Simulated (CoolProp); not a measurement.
Vapour-liquid equilibrium of ethanol (1) + toluene (2) at 332.8 K; x and y are mole fractions of (1).

The numbers come from the multi-fluid Helmholtz-energy mixture model, Schroeder 2014 and Lemmon 2006; pair parameters Bell 2016 in CoolProp.

```tsv
x	bubble pressure (bar)	y at the bubble point	dew pressure at overall composition x (bar)	liquid density (mol/L)
0.05	0.3000	0.414	0.1920	9.186
0.2	0.4569	0.647	0.2257	9.807
0.35	0.4927	0.687	0.2734	10.56
0.5	[?]	0.698	0.3452	11.48
0.65	0.5053	0.716	0.4593	12.60
0.8	0.5060	[?]	0.5025	13.99
0.95	[?]	0.914	[?]	15.71
```

Q: Complete the blanks.

A: 
- 0.5, bubble pressure (bar): 0.5001
- 0.8, y at the bubble point: 0.770
- 0.95, bubble pressure (bar): 0.4802
- 0.95, dew pressure at overall composition x (bar): 0.4719

y crosses x between x = 0.65 and 0.8: the model has an azeotrope there.

Pair parameters are fitted to limited data, so mixtures are less certain than the pure fluids. With so large a gap from Raoult's law the liquid may split in two, which this calculation doesn't test in full.
